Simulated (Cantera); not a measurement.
A closed system holds: 1 mol Si2H6, 3.1 mol O2, 10 mol H2, held at 825 K and 90.0 mbar.

Equilibrium computed with Cantera from the NASA thermochemical tables; the gas is ideal and each condensed phase is pure. Candidate condensed phases: H2O, Si, SiO2; 18 gas species. The feed counts by its element totals alone. Kinetics and transport are ignored.

Base state: H2 0.831, H2O 0.169 (mole fractions); condensed: SiO2(α-quartz).

Task: What changes in the equilibrium state with this change: 0.086 mol NH3 added?

Result: 
```
species              before    after
-------------------  ------  -------
H2                    0.831    0.830
H2O                   0.169    0.167
N2                        0  0.00326
SiO2(α-quartz), mol    2.00     2.00
```
Further candidate phases: Si2N2O, Si3N4.
